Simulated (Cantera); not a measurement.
Mixture: CH4 : O2 : N2 = 1 : 0.952 : 5.81 (molar parts), equivalence ratio 2.1, at 5.00 bar, adiabatic and at constant volume. Ignition delay is the time to a rise of 400 K.

Cantera simulation using GRI-Mech 3.0 (53 species, 325 reactions); the numbers are that mechanism's predictions, not measurements.

### Question
What does this change do: pressure from 5.00 bar to 10.0 bar?

### Answer
| quantity | before | after |
|---|---|---|
| delay at 1000 K | 0.389 s | 0.165 s |
| delay at 1200 K | 22.2 ms | 10.4 ms |
| delay at 1400 K | 2.03 ms | 1.08 ms |
| delay at 1600 K | 0.248 ms | 0.145 ms |
| delay at 1800 K | 43.6 µs | 25.6 µs |
| apparent activation energy between 1700 and 1900 K | 200 kJ/mol | 210 kJ/mol |

### Question
What does this change do: constant pressure in place of constant volume?

### Answer
| quantity | before | after |
|---|---|---|
| delay at 1000 K | 0.389 s | 0.401 s |
| delay at 1200 K | 22.2 ms | 23.8 ms |
| delay at 1400 K | 2.03 ms | 2.24 ms |
| delay at 1600 K | 0.248 ms | 0.275 ms |
| delay at 1800 K | 43.6 µs | 48.8 µs |
| apparent activation energy between 1700 and 1900 K | 200 kJ/mol | 200 kJ/mol |
